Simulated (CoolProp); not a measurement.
Vinyl chloride along the isobar 0.101 MPa: Z from the reference equation and from simpler models built on Tc = 151.9 °C, pc = 5.600 MPa, ω = 0.160; each cubic takes its own stable root.

Model: reference Helmholtz-energy equation of state, Thol 2022, in CoolProp.

```csv
T (°C),phase,reference
-59.45,liquid,0.003383
-50.25,liquid,0.003294
-40.95,liquid,0.003213
-31.65,liquid,0.003139
-22.35,liquid,0.003073
-13.15,gas,0.9712
-3.85,gas,0.9744
5.45,gas,0.9772
14.65,gas,0.9795
23.95,gas,0.9815
33.25,gas,0.9833
42.55,gas,0.9848
51.75,gas,0.9862
61.05,gas,0.9874
```

### Question
How far does each simpler model (van der Waals, Soave-Redlich-Kwong) lie from the reference over these 14 states: mean and median of the absolute difference, and the worst?

### Answer
- van der Waals: mean 10823.7 %, median 0.9 %, worst +31846.0 % at -22.35 °C and 0.101 MPa
- Soave-Redlich-Kwong: mean 2.8 %, median 0.2 %, worst +8.2 % at -59.45 °C and 0.101 MPa

At some of these states van der Waals gives the other phase, because its saturation line lies elsewhere.
